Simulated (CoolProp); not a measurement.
Saturation properties of n-nonane.

Values from CoolProp's reference Helmholtz-energy equation of state, Lemmon 2006. It is a short technical equation, of lower accuracy than the large ones.

```json
[
 {"T (°C)": "158.25", "p (MPa)": "0.1230", "vapour density (kg/m³)": "4.714", "vapour viscosity (µPa s)": "7.69"},
 {"T (°C)": "168.55", "p (MPa)": "0.1586", "vapour density (kg/m³)": "6.020", "vapour viscosity (µPa s)": "7.86"},
 {"T (°C)": "178.95", "p (MPa)": "0.2022", "vapour density (kg/m³)": "7.620", "vapour viscosity (µPa s)": "?"},
 {"T (°C)": "189.35", "p (MPa)": "0.2545", "vapour density (kg/m³)": "9.549", "vapour viscosity (µPa s)": "8.22"},
 {"T (°C)": "199.75", "p (MPa)": "?", "vapour density (kg/m³)": "?", "vapour viscosity (µPa s)": "?"},
 {"T (°C)": "210.15", "p (MPa)": "0.3897", "vapour density (kg/m³)": "14.63", "vapour viscosity (µPa s)": "8.60"},
 {"T (°C)": "220.45", "p (MPa)": "0.4741", "vapour density (kg/m³)": "17.90", "vapour viscosity (µPa s)": "8.80"},
 {"T (°C)": "230.85", "p (MPa)": "0.5728", "vapour density (kg/m³)": "?", "vapour viscosity (µPa s)": "9.02"},
 {"T (°C)": "241.25", "p (MPa)": "0.6863", "vapour density (kg/m³)": "26.56", "vapour viscosity (µPa s)": "9.27"},
 {"T (°C)": "251.65", "p (MPa)": "0.8163", "vapour density (kg/m³)": "?", "vapour viscosity (µPa s)": "9.55"}
]
```

Problem. Some entries are withheld; supply them.

Solution. 
- 178.95, vapour viscosity (µPa s): 8.04
- 199.75, p (MPa): 0.3166
- 199.75, vapour density (kg/m³): 11.86
- 199.75, vapour viscosity (µPa s): 8.40
- 230.85, vapour density (kg/m³): 21.84
- 251.65, vapour density (kg/m³): 32.26

It boils at 150.8 °C under 1 atm.

Viscosity comes from a separate model (Huber 2004).
